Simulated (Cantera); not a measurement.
# N2O furnace oxynitridation

An isothermal, constant-pressure homogeneous reactor starts with N₂O : H₂O = 1 : 0.12 (molar parts), at 1350 K and 5800 Pa.

Cantera simulation using GRI-Mech 3.0 (53 species, 325 reactions); the numbers are that mechanism's predictions, not measurements. GRI-Mech 3.0 was tuned for natural gas; its chemistry of N2O as a main component is partial and can be far from experiment. The mechanism lacks the step 2 NO + O2 → 2 NO2, which can matter for NO2 below about 1400 K. The temperature is held fixed by assumption; the heat of reaction is taken as removed at once.

```json
[
 {"t (s)": "2.00e-6", "x N₂O": "0.893", "x H₂O": "0.107", "x NO": "2.88e-9", "x OH": "2.96e-9", "x HO₂": "<1e-12", "x O₂": "6.92e-9"},
 {"t (s)": "8.60e-6", "x N₂O": "0.893", "x H₂O": "0.107", "x NO": "5.16e-8", "x OH": "5.29e-8", "x HO₂": "5.57e-11", "x O₂": "1.24e-7"},
 {"t (s)": "3.69e-5", "x N₂O": "0.893", "x H₂O": "0.107", "x NO": "8.20e-7", "x OH": "8.39e-7", "x HO₂": "3.90e-9", "x O₂": "1.97e-6"},
 {"t (s)": "0.000159", "x N₂O": "0.893", "x H₂O": "0.107", "x NO": "9.09e-6", "x OH": "9.12e-6", "x HO₂": "2.02e-7", "x O₂": "2.19e-5"},
 {"t (s)": "0.000682", "x N₂O": "0.892", "x H₂O": "0.107", "x NO": "5.50e-5", "x OH": "4.90e-5", "x HO₂": "4.88e-6", "x O₂": "0.000135"},
 {"t (s)": "0.00293", "x N₂O": "0.890", "x H₂O": "0.107", "x NO": "0.000249", "x OH": "0.000109", "x HO₂": "1.84e-5", "x O₂": "0.000684"},
 {"t (s)": "0.0126", "x N₂O": "0.882", "x H₂O": "0.107", "x NO": "0.00102", "x OH": "0.000125", "x HO₂": "1.50e-5", "x O₂": "0.00318"},
 {"t (s)": "0.0541", "x N₂O": "0.846", "x H₂O": "0.105", "x NO": "0.00416", "x OH": "0.000138", "x HO₂": "9.99e-6", "x O₂": "0.0136"},
 {"t (s)": "0.233", "x N₂O": "0.716", "x H₂O": "0.101", "x NO": "0.0161", "x OH": "0.000151", "x HO₂": "4.29e-6", "x O₂": "0.0524"},
 {"t (s)": "1.00", "x N₂O": "0.381", "x H₂O": "0.0881", "x NO": "0.0467", "x OH": "0.000148", "x HO₂": "9.75e-7", "x O₂": "0.153"}
]
```
x: mole fraction; the columns are a selection and need not sum to one.

Equilibrium at this temperature and pressure: N₂O 8.06e-9, H₂O 0.0741, NO 0.000584, OH 3.55e-5, HO₂ 3.33e-8, O₂ 0.308 (gas phase only).
